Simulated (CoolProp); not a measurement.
Computed with CoolProp (reference Helmholtz-energy equation of state, Setzmann 1991).

Question: Give the vapour pressure (bar), surface tension (mN/m), liquid viscosity (µPa s), liquid conductivity (mW/(m K)) of saturated methane at 162 K.

Answer: 
| T (K) | p (bar) | surface tension (mN/m) | liquid viscosity (µPa s) | liquid conductivity (mW/(m K)) |
|---|---|---|---|---|
| 162 | 17.2 | 3.77 | 46.3 | 112 |

Viscosity comes from a separate model (Quiñones-Cisneros 2006). Thermal conductivity comes from a separate model (Friend 1989). Surface tension comes from a separate correlation (Mulero 2012).
